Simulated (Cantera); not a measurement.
What does this Cantera script print?

```python
import numpy as np
import cantera as ct

gas_names = """
    H HNO HNO2 HNO3 HO2 H2 H2O H2O2 N NH NH2 NH3 NH2OH NO NO2 NO3 N2 N2H2 N2H4 N2O O OH O2 O3
""".split()
cond_names = """
    H2O(s) H2O(L)
""".split()


# ... load() reads the species with a 1 bar reference pressure and builds the phases ...
atoms = {
    'NH3': {'N': 1, 'H': 3},
    'H2': {'H': 2},
    'O2': {'O': 2},
}
top_T = {}  # K; cautious upper limits of use, not melting points


# ... equilibrate(T, P, feed) seeds the gas with the atoms and calls Mixture.equilibrate('TP', solver="vcs", rtol=1e-11, max_steps=5000) ...
results = []
T = 3275  # K
P = 32  # Pa
for m in [0.026, 0.038, 0.055, 0.08, 0.12, 0.17, 0.25, 0.37, 0.54, 0.78, 1.1, 1.7]:
    feed = {'NH3': 1, 'H2': 0.35, 'O2': m}  # mol
    mix = equilibrate(T, P, feed)
    results.append((T, P, feed, dict(zip(mix.species_names, mix.species_moles))))
    x = sorted(zip(gas.X, gas.species_names), reverse=True)
    print(f"T = {T:g} K  P = {P:g} Pa  n(O2) = {m:g} mol  gas = {mix.phase_moles(0):.4g} mol")
    print("   x: " + "  ".join(f"{s} {v:.3e}" for v, s in x if v > 0.0001))
    print("   condensed (mol): " + ("  ".join(f"{mix.phase(i).name} {mix.phase_moles(i):.4g}"
          for i in range(1, mix.n_phases) if mix.phase_moles(i) > 1e-12) or "none"))
```

Output:

```
T = 3275 K  P = 32 Pa  n(O2) = 0.026 mol  gas = 4.246 mol
   x: H 8.673e-01  N2 1.171e-01  O 1.215e-02  H2 2.051e-03  N 1.353e-03
   condensed (mol): none
T = 3275 K  P = 32 Pa  n(O2) = 0.038 mol  gas = 4.27 mol
   x: H 8.624e-01  N2 1.164e-01  O 1.766e-02  H2 2.028e-03  N 1.349e-03
   condensed (mol): none
T = 3275 K  P = 32 Pa  n(O2) = 0.055 mol  gas = 4.304 mol
   x: H 8.556e-01  N2 1.155e-01  O 2.536e-02  H2 1.996e-03  N 1.344e-03
   condensed (mol): none
T = 3275 K  P = 32 Pa  n(O2) = 0.08 mol  gas = 4.353 mol
   x: H 8.458e-01  N2 1.141e-01  O 3.647e-02  H2 1.950e-03  N 1.336e-03  OH 1.414e-04  NO 1.306e-04
   condensed (mol): none
T = 3275 K  P = 32 Pa  n(O2) = 0.12 mol  gas = 4.433 mol
   x: H 8.306e-01  N2 1.120e-01  O 5.372e-02  H2 1.881e-03  N 1.324e-03  OH 2.045e-04  NO 1.906e-04
   condensed (mol): none
T = 3275 K  P = 32 Pa  n(O2) = 0.17 mol  gas = 4.533 mol
   x: H 8.124e-01  N2 1.095e-01  O 7.442e-02  H2 1.799e-03  N 1.309e-03  OH 2.771e-04  NO 2.611e-04
   condensed (mol): none
T = 3275 K  P = 32 Pa  n(O2) = 0.25 mol  gas = 4.692 mol
   x: H 7.848e-01  N2 1.057e-01  O 1.057e-01  H2 1.679e-03  N 1.286e-03  OH 3.802e-04  NO 3.644e-04
   condensed (mol): none
T = 3275 K  P = 32 Pa  n(O2) = 0.37 mol  gas = 4.931 mol
   x: H 7.467e-01  O 1.489e-01  N2 1.005e-01  H2 1.520e-03  N 1.254e-03  OH 5.095e-04  NO 5.003e-04
   condensed (mol): none
T = 3275 K  P = 32 Pa  n(O2) = 0.54 mol  gas = 5.27 mol
   x: H 6.988e-01  O 2.033e-01  N2 9.394e-02  H2 1.331e-03  N 1.212e-03  NO 6.605e-04  OH 6.509e-04  O2 1.830e-04
   condensed (mol): none
T = 3275 K  P = 32 Pa  n(O2) = 0.78 mol  gas = 5.748 mol
   x: H 6.407e-01  O 2.691e-01  N2 8.599e-02  N 1.160e-03  H2 1.119e-03  NO 8.367e-04  OH 7.902e-04  O2 3.209e-04
   condensed (mol): none
T = 3275 K  P = 32 Pa  n(O2) = 1.1 mol  gas = 6.385 mol
   x: H 5.767e-01  O 3.416e-01  N2 7.725e-02  N 1.099e-03  NO 1.007e-03  H2 9.068e-04  OH 9.029e-04  O2 5.169e-04
   condensed (mol): none
T = 3275 K  P = 32 Pa  n(O2) = 1.7 mol  gas = 7.58 mol
   x: H 4.858e-01  O 4.446e-01  N2 6.486e-02  NO 1.200e-03  N 1.007e-03  OH 9.900e-04  O2 8.756e-04  H2 6.435e-04
   condensed (mol): none
```

These are equilibrium values from Cantera (NASA tables, ideal gas, pure condensed phases), not measurements of a reactor.
